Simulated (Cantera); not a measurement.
Thermodynamics of chemical vapour transport, feed Al + HCl + O₂

Input: 1 mol Al, 0.015 mol HCl, 2.2 mol O₂, at 0.140 bar.

Cantera equilibrium calculation (NASA polynomials, part measured and part estimated; ideal gas, pure solids and liquids). Candidate condensed phases: Al, AlCl₃, Al₂O₃, H₂O; 29 gas species. The numbers say what is thermodynamically allowed, not how fast it happens.

```csv
T (°C),log p O₂,log p HCl,log p Cl,log p H₂O,log p Cl₂,n Al₂O₃(s)
750,-0.86,-3.06,-5.04,-3.54,-3.55,0.500
800,-0.86,-3.04,-4.77,-3.59,-3.60,0.500
850,-0.86,-3.02,-4.52,-3.62,-3.65,0.500
900,-0.86,-3.00,-4.30,-3.66,-3.71,0.500
950,-0.86,-2.99,-4.11,-3.68,-3.77,0.500
1000,-0.86,-2.99,-3.94,-3.69,-3.84,0.500
1050,-0.86,-2.99,-3.78,-3.70,-3.93,0.500
1100,-0.86,-2.99,-3.65,-3.69,-4.03,0.500
1150,-0.86,-3.00,-3.55,-3.67,-4.15,0.500
1200,-0.86,-3.01,-3.45,-3.64,-4.28,0.500
```
log p: log10 of the partial pressure in bar; n: condensed amount in mol.

From 750 °C to 1200 °C the condensed part is Al₂O₃(s).
